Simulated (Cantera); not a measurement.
# Pyrogenic steam for wet oxidation

A perfectly stirred reactor is fed with 4.37 % H₂, 59.0 % O₂, 36.6 % N₂, equivalence ratio 0.037, at 750 Torr; it is held at 1275 K, and followed from long to short residence time.

Model: GRI-Mech 3.0 (53 species, 325 reactions), integrated in Cantera. The temperature is held fixed by assumption; the heat of reaction is taken as removed at once.

```tsv
τ (s)	x H₂	x O₂	x H	x NO	x H₂O	x NO₂	x OH
2.5	1.26e-5	0.581	3.14e-8	4.69e-7	0.0446	1.32e-8	5.44e-5
1.1	2.18e-5	0.581	7.15e-8	4.22e-7	0.0446	1.33e-8	7.10e-5
0.52	3.57e-5	0.581	1.52e-7	3.57e-7	0.0446	1.20e-8	9.04e-5
0.24	5.93e-5	0.581	3.30e-7	2.82e-7	0.0445	9.75e-9	0.000116
0.11	9.81e-5	0.581	7.21e-7	2.12e-7	0.0445	7.22e-9	0.000150
0.050	0.000162	0.581	1.59e-6	1.53e-7	0.0444	4.90e-9	0.000194
0.023	0.000262	0.581	3.45e-6	1.09e-7	0.0443	3.13e-9	0.000252
0.010	0.000432	0.581	7.91e-6	7.63e-8	0.0440	1.86e-9	0.000336
0.0048	0.000664	0.581	1.64e-5	5.92e-8	0.0437	1.20e-9	0.000438
0.0022	0.00103	0.581	3.53e-5	5.20e-8	0.0433	8.37e-10	0.000587
0.0010	0.00159	0.580	7.60e-5	5.53e-8	0.0425	6.79e-10	0.000799
```
x: mole fraction; the columns are a selection and need not sum to one.
